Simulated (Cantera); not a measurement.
An adiabatic, constant-volume homogeneous reactor starts with CH₄ : C₂H₆ : C₃H₈ : O₂ : N₂ = 1 : 0.18 : 0.11 : 3.38 : 12.7 (molar parts), at 1475 K and 473 Torr. Integrator tolerance rtol = 1e-08.

Cantera simulation using GRI-Mech 3.0 (53 species, 325 reactions); the numbers are that mechanism's predictions, not measurements.

Problem. What does this change do: C3H8 0.11 to 0.034 parts?

Solution. 
| quantity | before | after |
|---|---|---|
| time of steepest temperature rise | 0.189 ms | 0.221 ms |
| temperature at 0.500 s | 2845 K | 2799 K |
| equilibrium temperature | 2845 K | 2799 K |
| x(CH₄) at 0.500 s | <1e-12 (gas-phase equilibrium <1e-12) | <1e-12 (gas-phase equilibrium <1e-12) |
| x(C₂H₆) at 0.500 s | <1e-12 (gas-phase equilibrium <1e-12) | <1e-12 (gas-phase equilibrium <1e-12) |
| x(C₃H₈) at 0.500 s | <1e-12 (gas-phase equilibrium <1e-12) | <1e-12 (gas-phase equilibrium <1e-12) |
| x(O) at 0.500 s | 0.00950 (gas-phase equilibrium 0.00950) | 0.00954 (gas-phase equilibrium 0.00954) |
| x(H₂O₂) at 0.500 s | 3.23e-7 (gas-phase equilibrium 3.23e-7) | 3.32e-7 (gas-phase equilibrium 3.32e-7) |
